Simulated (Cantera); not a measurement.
Cantera run:

```python
import numpy as np
import cantera as ct

gas_names = [...]  # 113 gases of nasa_gas.yaml made of C, H, O, Ti
cond_names = """
    C(gr) C6H6(L) C7H8(L) C8H18(L),n-octa H2O(s) H2O(L) Ti(a) Ti(b) Ti(L) TiC(s) TiC(L) TiO(a) TiO(b)
    TiO(L) TiO2(ru) TiO2(L) Ti2O3(a) Ti2O3(b) Ti2O3(L) Ti3O5(a) Ti3O5(b) Ti3O5(L) Ti4O7(s) Ti4O7(L)
""".split()


# ... load() reads the species with a 1 bar reference pressure and builds the phases ...
atoms = {
    'Ti': {'Ti': 1},
    'CH4': {'C': 1, 'H': 4},
    'H2O': {'H': 2, 'O': 1},
}
top_T = {'C(gr)': 4500}  # K; cautious upper limits of use, not melting points


# ... equilibrate(T, P, feed) seeds the gas with the atoms and calls Mixture.equilibrate('TP', solver="vcs", rtol=1e-11, max_steps=5000) ...
results = []
feed = {'Ti': 1, 'CH4': 0.2, 'H2O': 24}  # mol
T = 1875  # K
for P in [10, 63, 400, 2500, 16000, 100000]:
    mix = equilibrate(T, P, feed)
    results.append((T, P, feed, dict(zip(mix.species_names, mix.species_moles))))

top = {s: max(r[3][s] / sum(r[3][g] for g in gas_names) for r in results) for s in gas_names}
cols = sorted((s for s in top if top[s] > 1e-05), key=lambda s: -top[s])[:9]
seen = [c for c in cond_names if any(r[3].get(c, 0) > 1e-12 for r in results)]
print("log10 of partial pressures in bar; condensed amounts in mol")
print(f"{'P/Pa':>10s}" + "".join(f"{s[:9]:>10s}" for s in cols + seen))
for T, P, feed, n in results:
    ng = sum(n[g] for g in gas_names)
    print(f"{P:10.4g}" + "".join(f"{np.log10(max(n[s] / ng * P / 1e5, 1e-99)):10.3f}" for s in cols)
          + "".join(f"{n.get(c, 0):10.4g}" for c in seen))
```

Output:

```
log10 of partial pressures in bar; condensed amounts in mol
      P/Pa       H2O        H2         H        OH        O2       CO2        CO         O      TiO2  TiO2(ru)
        10    -4.079    -4.934    -5.651    -5.904    -6.245    -6.298    -6.539    -6.741    -7.725    0.9952
        63    -3.263    -4.156    -5.261    -5.477    -6.169    -5.478    -5.756    -6.703    -7.725    0.9993
       400    -2.456    -3.355    -4.861    -5.070    -6.156    -4.671    -4.956    -6.697    -7.725    0.9999
      2500    -1.658    -2.558    -4.462    -4.671    -6.155    -3.874    -4.159    -6.696    -7.725         1
   1.6e+04    -0.851    -1.751    -4.059    -4.267    -6.155    -3.067    -3.353    -6.697    -7.725         1
     1e+05    -0.055    -0.955    -3.661    -3.869    -6.156    -2.271    -2.557    -6.697    -7.725         1
```

These are equilibrium values from Cantera (NASA tables, ideal gas, pure condensed phases), not measurements of a reactor. Gases not in the tables: TiO(OH)2.
